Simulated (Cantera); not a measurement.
**Thermodynamics of aluminium nitride and oxide growth, feed Al(CH3)3 + H2O + H2**

A closed system holds: 1 mol Al(CH3)3, 12 mol H2O, 38 mol H2, at 1975 K and 13.3 mbar.

These are equilibrium values from Cantera (NASA tables, ideal gas, pure condensed phases), not measurements of a reactor. Candidate condensed phases: Al, Al2O3, C, C6H6, C7H8, C8H18, H2O; 121 gas species. The feed counts by its element totals alone. Rates play no part.

```json
{
  "x(H2)": "0.809",
  "x(H2O)": "0.128",
  "x(CO)": "0.0501",
  "x(H)": "0.0107",
  "x(CO2)": "0.00176",
  "x(OH)": "0.000160",
  "x(O)": "1.55e-6",
  "n(Al2O3(s))": "0.500 mol",
  "gas_amount": "57.81 mol",
  "log10 activity of C(graphite) (absent)": "-6.26",
  "log10 activity of Al(l) (absent)": "-7.14"
}
```
